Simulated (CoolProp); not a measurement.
Model: reference Helmholtz-energy equation of state, Lemmon 2005, in CoolProp. It is a short technical equation, of lower accuracy than the large ones.

Question: For cis-2-butene, give the phase and the cp (kJ/(kg K)), cv (kJ/(kg K)), speed of sound (m/s), expansivity (1/kK) at 373.8 K and 1540 kPa.

Answer: 
- 373.8 K and 1540 kPa: liquid; cp 2.78, cv 1.76, speed of sound 562, expansivity 3.69
